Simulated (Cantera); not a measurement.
An isothermal plug-flow reactor at 750 K and 1.97 atm (inlet), inlet velocity 0.067 m/s, active area per volume 7200 1/m; feed 0.728 % CH₄, 12.1 % O₂, 87.1 % N₂.

Detailed kinetics in Cantera: Deutschmann's 1995 Pt surface mechanism with GRI-Mech 3.0 gas chemistry. Catalytic surfaces can have several steady states; this one follows from the mechanism file's or the stated starting coverage. Mass transfer to the wall is taken as infinitely fast.

### Question
Predict: x(CH₄) at z = 0.093 m; x(O₂) at z = 0.093 m; x(H₂O) at z = 0.093 m; x(CO₂) at z = 0.093 m; x(CO) at z = 0.093 m; θ(free Pt) at the exit; θ(O*) at the exit; θ(OH*) at the exit.

### Answer
```
Quantity                  Value
----------------------  -------
x(CH₄) at z = 0.093 m   0.00266
x(O₂) at z = 0.093 m      0.112
x(H₂O) at z = 0.093 m   0.00923
x(CO₂) at z = 0.093 m   0.00461
x(CO) at z = 0.093 m    2.09e-7
θ(free Pt) at the exit   0.0124
θ(O*) at the exit         0.985
θ(OH*) at the exit      0.00213
```
